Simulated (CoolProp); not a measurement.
Ethylene at 293.15 K and 0.342 MPa is throttled through a valve to 0.114 MPa with no heat exchange. Each further row changes one setting.

Model: reference Helmholtz-energy equation of state, Smukala 2000, in CoolProp.

```csv
case,temperature change (K),final density (kg/m³)
as stated,___,___
outlet pressure 0.0342 MPa,___,0.399
outlet pressure 0.148 MPa,___,1.73
```

### Question
Some entries are withheld; supply them.

### Answer

- as stated, temperature change (K): -2.5
- as stated, final density (kg/m³): 1.33
- outlet pressure 0.0342 MPa, temperature change (K): -3.3
- outlet pressure 0.148 MPa, temperature change (K): -2.1
